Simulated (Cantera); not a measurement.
Feed: 1 mol Si3N4, 0.039 mol N2O, 73 mol H2, held at 1.33 mbar.

Cantera equilibrium calculation (NASA polynomials, part measured and part estimated; ideal gas, pure solids and liquids). Candidate condensed phases: H2O, Si, SiO2, Si2N2O, Si3N4; 35 gas species. Mutual solubility and eutectic melting of coexisting phases are not modelled. Rates play no part. All values below are at 1373 K.

Base state: H2 0.998, N2 0.00230, H 9.11e-5, SiO 2.21e-5 (mole fractions); condensed: Si(s) + Si2N2O(s) + Si3N4(s).

Problem. What changes in the equilibrium state with this change: pressure from 1.33 mbar to 7.70 bar?

Solution. 
```csv
species,before,after
H2,0.998,0.999
N2,0.00230,0.000702
NH3,6.00e-9,1.92e-5
H,9.11e-5,1.20e-6
SiO,2.21e-5,<1e-9
"Si(s), mol",0.174,0
"Si2N2O(s), mol",0.0374,0.0390
"Si3N4(s), mol",0.916,0.974
```
